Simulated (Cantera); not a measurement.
Charge: 1 mol Ta(OEt)₅, 0.57 mol CO₂, 4.3 mol H₂O, at 2173 K and 13300 Pa.

Equilibrium computed with Cantera from the NASA thermochemical tables; the gas is ideal and each condensed phase is pure. Candidate condensed phases: C, C₆H₆, C₇H₈, C₈H₁₈, H₂O, Ta, TaC, Ta₂O₅; 113 gas species. The feed counts by its element totals alone. Mutual solubility and eutectic melting of coexisting phases are not modelled. TaC: taken at fixed stoichiometry. Condensed phases not in the tables: Ta₂C. Rates play no part.

Base state: H₂ 0.620, CO 0.366, H 0.0104, H₂O 0.00260, CO₂ 0.000296, TaO₂ 9.61e-5, TaO 1.59e-5 (mole fractions); condensed: TaC(s) + Ta₂O₅(l).

### Question
What changes in the equilibrium state with this change: pressure from 13300 Pa to 0.730 Pa?

### Answer
```json
[
 {"species": "H", "before": "0.0104", "after": "0.616"},
 {"species": "CO", "before": "0.366", "after": "0.265"},
 {"species": "H₂", "before": "0.620", "after": "0.119"},
 {"species": "TaO", "before": "1.59e-5", "after": "3.34e-5"},
 {"species": "H₂O", "before": "0.00260", "after": "3.38e-8"},
 {"species": "CO₂", "before": "0.000296", "after": "1.45e-8"},
 {"species": "TaO₂", "before": "9.61e-5", "after": "1.37e-8"},
 {"species": "TaC(s), mol", "before": "0.773", "after": "0.131"},
 {"species": "Ta₂O₅(l), mol", "before": "0.112", "after": "0"},
 {"species": "Ta(s), mol", "before": "0", "after": "0.867"}
]
```
Condensed phases not in the tables: Ta₂C, N, O or C dissolved in the metal.

### Question
What changes in the equilibrium state with this change: Ta(OEt)₅ replaced by Ta?

### Answer
```csv
species,before,after
H₂O,0.00260,0.462
H₂,0.620,0.412
CO,0.366,0.0958
CO₂,0.000296,0.0207
H,0.0104,0.00848
TaO₂,9.61e-5,5.87e-6
TaO,1.59e-5,3.62e-9
O,6.88e-8,1.84e-5
OH,5.85e-6,0.00128
"TaC(s), mol",0.773,0
"Ta₂O₅(l), mol",0.112,0.500
```
